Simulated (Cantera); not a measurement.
Cantera with NASA thermochemical tables; ideal gases at 1 bar, condensed phases pure. Values are per mole of reaction as written; species without (g) are pure solids or liquids, kept so even where they would boil at 1 bar.

Problem. Between 300 and 1725 K, where is each reaction favourable under standard conditions?
- F2(g) + Ca(g) = CaF2

Solution. 
- F2(g) + Ca(g) = CaF2: ΔG° is -1317 kJ at 300 K and -946 kJ at 1725 K; it stays negative (K > 1). ΔH° is -1317 kJ and ΔS° -215 J/K at 1725 K.
